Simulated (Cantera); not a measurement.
A closed system holds: 1 mol trisilylamine, 2.9 mol NH3, held at 1625 K and 0.0160 bar.

These are equilibrium values from Cantera (NASA tables, ideal gas, pure condensed phases), not measurements of a reactor. Candidate condensed phases: Si, Si3N4; 18 gas species. The feed counts by its element totals alone. Mutual solubility and eutectic melting of coexisting phases are not modelled. The numbers say what is thermodynamically allowed, not how fast it happens.

Base state: H2 0.971, N2 0.0286, H 0.000550, Si 1.02e-5 (mole fractions); condensed: Si(s) + Si3N4(s).

What changes in the equilibrium state with this change: pressure from 0.0160 bar to 0.000400 bar?


| species | before | after |
|---|---|---|
| H2 | 0.971 | 0.816 |
| N2 | 0.0286 | 0.180 |
| H | 0.000550 | 0.00319 |
| Si | 1.02e-5 | 0.000407 |
| SiH | 2.53e-6 | 1.47e-5 |
| Si(s), mol | 0.465 | 3.00 |
| Si3N4(s), mol | 0.845 | 0 |

What changes in the equilibrium state with this change: temperature from 1625 K to 875 K?


```
species          before   after
-------------  --------  ------
H2                0.971    1.00
N2               0.0286   <1e-9
H              0.000550   <1e-9
Si              1.02e-5   <1e-9
Si(s), mol        0.465  0.0750
Si3N4(s), mol     0.845   0.975
```
